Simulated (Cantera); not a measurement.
Charge: 1 mol Si, a varied amount of Br₂, 0.56 mol H₂, equilibrated at 302 °C and 0.150 Torr.

These are equilibrium values from Cantera (NASA tables, ideal gas, pure condensed phases), not measurements of a reactor. Candidate condensed phases: Br₂, Si; 19 gas species. Kinetics and transport are ignored.

What share of the Si ends up in condensed phases as a function of n(Br₂) (mol), at 0.74, 1.5, 2.2, 3, 3.7, 4.5, 5.2?


| n(Br₂) (mol) | Si condensed (%) | as |
|---|---|---|
| 0.74 | 62.9 | Si(s) |
| 1.5 | 24.9 | Si(s) |
| 2.2 | 0.0 | - |
| 3 | 0.0 | - |
| 3.7 | 0.0 | - |
| 4.5 | 0.0 | - |
| 5.2 | 0.0 | - |
